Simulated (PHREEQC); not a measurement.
Brine: an equilibrium model

Solution (25 °C): 2.1 mol K2CO3, 0.42 mol NaHCO3 and 0.25 mol KBr per kg of water. Closed to the air; pH follows from the charge balance.

Computed with PHREEQC (Pitzer model, pitzer.dat).

Precipitation was switched off in this run.

Task: What pH, density, osmotic coefficient does the model give?

Result: pH 10.52; density 1.228 g/cm³; osmotic coefficient 0.933.

Task: In which forms is C present?

Result: CO3-2 83 %, HCO3- 17 % of the C.

In brines, pH and single-ion activities rest on the MacInnes convention.
